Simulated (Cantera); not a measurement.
A freely propagating, adiabatic, planar premixed flame of H2 : O2 : N2 : H2O = 1 : 0.505 : 2.47 : 0.12 (molar parts), equivalence ratio 0.99, unburnt at 548 K and 0.132 atm; mixture-averaged transport, grid criteria slope 0.08 and curve 0.16, no radiation.

Computed with Cantera and the H2/O2 subset of GRI-Mech 3.0, which has no nitrogen chemistry. Burning velocities carry a grid error of a few per cent, more on coarse grids.

**Question.** Predict: laminar burning velocity; thermal thickness; peak x(O); peak x(OH); peak x(HO2).

**Answer.** 
- laminar burning velocity = 397 cm/s
- thermal thickness = 6.89 mm
- peak x(O) = 0.0103
- peak x(OH) = 0.0117
- peak x(HO2) = 6.23e-5
